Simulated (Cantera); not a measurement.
# Pyrogenic steam for wet oxidation

An isothermal, constant-pressure homogeneous reactor starts with 11.9 % H₂, 9.90 % O₂, 78.2 % N₂, at 1225 K and 13300 Pa.

Detailed kinetics in Cantera: the H2/O2 subset of GRI-Mech 3.0, which has no nitrogen chemistry. The temperature is held fixed by assumption; the heat of reaction is taken as removed at once.

```csv
t (s),x H₂,x O₂,x H,x O,x H₂O,x H₂O₂
2.00e-5,0.119,0.0990,3.87e-9,5.50e-10,1.01e-9,4.08e-12
0.000120,0.119,0.0990,2.30e-7,4.50e-8,2.59e-7,1.52e-10
0.000719,0.0126,0.0507,0.0467,0.0129,0.0825,4.41e-7
0.00431,0.00271,0.0428,0.00309,0.00173,0.121,6.92e-7
0.0258,5.99e-5,0.0421,8.98e-6,3.48e-5,0.126,1.40e-7
0.155,2.51e-6,0.0421,8.72e-8,1.60e-6,0.126,1.38e-8
0.928,2.64e-7,0.0421,3.20e-9,1.79e-7,0.126,1.90e-9
5.57,5.02e-8,0.0421,2.71e-10,3.39e-8,0.126,3.93e-10
33.4,3.59e-8,0.0421,1.63e-10,2.38e-8,0.126,2.82e-10
200,3.59e-8,0.0421,1.63e-10,2.38e-8,0.126,2.82e-10
```
x: mole fraction; the columns are a selection and need not sum to one.

Equilibrium at this temperature and pressure: H₂ 3.59e-8, O₂ 0.0421, H 1.63e-10, O 2.38e-8, H₂O 0.126, H₂O₂ 2.82e-10 (gas phase only).
